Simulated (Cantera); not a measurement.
TiCl₄ + C₃H₈ + H₂ (titanium nitride, carbide and oxide coatings)

Input: 1 mol TiCl₄, a varied amount of C₃H₈, 200 mol H₂, equilibrated at 1377 °C and 0.680 bar.

These are equilibrium values from Cantera (NASA tables, ideal gas, pure condensed phases), not measurements of a reactor. Candidate condensed phases: C, C₆H₆, C₇H₈, C₈H₁₈, Ti, TiC, TiCl₂, TiCl₃, TiCl₄; 96 gas species. The tables' values for TiCl₂ are old estimates; treat these amounts as uncertain. TiC: taken at fixed stoichiometry. The numbers say what is thermodynamically allowed, not how fast it happens.

```json
[
 {"n(C₃H₈) (mol)": "0.16", "x H₂": "0.985", "x HCl": "0.0126", "x TiCl₃": "0.00202", "x CH₄": "1.47e-7", "x TiCl₂": "0.000526", "x H": "0.000109", "x C₂H₂ (acetylene)": "1.27e-12", "n TiC(s)": "0.480", "n C(graphite)": "0"},
 {"n(C₃H₈) (mol)": "0.21", "x H₂": "0.983", "x HCl": "0.0146", "x TiCl₃": "0.00147", "x CH₄": "3.15e-7", "x TiCl₂": "0.000331", "x H": "0.000109", "x C₂H₂ (acetylene)": "5.82e-12", "n TiC(s)": "0.630", "n C(graphite)": "0"},
 {"n(C₃H₈) (mol)": "0.28", "x H₂": "0.982", "x HCl": "0.0174", "x TiCl₃": "0.000654", "x CH₄": "1.21e-6", "x TiCl₂": "0.000123", "x H": "0.000109", "x C₂H₂ (acetylene)": "8.71e-11", "n TiC(s)": "0.840", "n C(graphite)": "0"},
 {"n(C₃H₈) (mol)": "0.37", "x H₂": "0.980", "x HCl": "0.0197", "x TiCl₃": "2.23e-6", "x CH₄": "0.000510", "x TiCl₂": "3.71e-7", "x H": "0.000109", "x C₂H₂ (acetylene)": "1.54e-5", "n TiC(s)": "0.999", "n C(graphite)": "0"},
 {"n(C₃H₈) (mol)": "0.49", "x H₂": "0.979", "x HCl": "0.0196", "x TiCl₃": "1.30e-6", "x CH₄": "0.000867", "x TiCl₂": "2.17e-7", "x H": "0.000109", "x C₂H₂ (acetylene)": "4.47e-5", "n TiC(s)": "1.000", "n C(graphite)": "0.274"},
 {"n(C₃H₈) (mol)": "0.64", "x H₂": "0.979", "x HCl": "0.0196", "x TiCl₃": "1.29e-6", "x CH₄": "0.000867", "x TiCl₂": "2.16e-7", "x H": "0.000109", "x C₂H₂ (acetylene)": "4.47e-5", "n TiC(s)": "1.000", "n C(graphite)": "0.724"},
 {"n(C₃H₈) (mol)": "0.84", "x H₂": "0.979", "x HCl": "0.0195", "x TiCl₃": "1.28e-6", "x CH₄": "0.000867", "x TiCl₂": "2.14e-7", "x H": "0.000109", "x C₂H₂ (acetylene)": "4.47e-5", "n TiC(s)": "1.000", "n C(graphite)": "1.32"},
 {"n(C₃H₈) (mol)": "1.1", "x H₂": "0.980", "x HCl": "0.0194", "x TiCl₃": "1.26e-6", "x CH₄": "0.000867", "x TiCl₂": "2.12e-7", "x H": "0.000109", "x C₂H₂ (acetylene)": "4.47e-5", "n TiC(s)": "1.000", "n C(graphite)": "2.10"},
 {"n(C₃H₈) (mol)": "1.5", "x H₂": "0.980", "x HCl": "0.0192", "x TiCl₃": "1.23e-6", "x CH₄": "0.000867", "x TiCl₂": "2.09e-7", "x H": "0.000109", "x C₂H₂ (acetylene)": "4.47e-5", "n TiC(s)": "1.000", "n C(graphite)": "3.30"},
 {"n(C₃H₈) (mol)": "1.9", "x H₂": "0.980", "x HCl": "0.0191", "x TiCl₃": "1.20e-6", "x CH₄": "0.000868", "x TiCl₂": "2.06e-7", "x H": "0.000109", "x C₂H₂ (acetylene)": "4.47e-5", "n TiC(s)": "1.000", "n C(graphite)": "4.50"}
]
```
x: gas mole fraction; n: condensed amount in mol.

From 0.16 mol C₃H₈ to 0.37 mol C₃H₈ the condensed part is TiC(s). From 0.49 mol C₃H₈ to 1.9 mol C₃H₈ the condensed part is C(graphite) + TiC(s). The main Ti-bearing gas is TiCl₃ throughout.
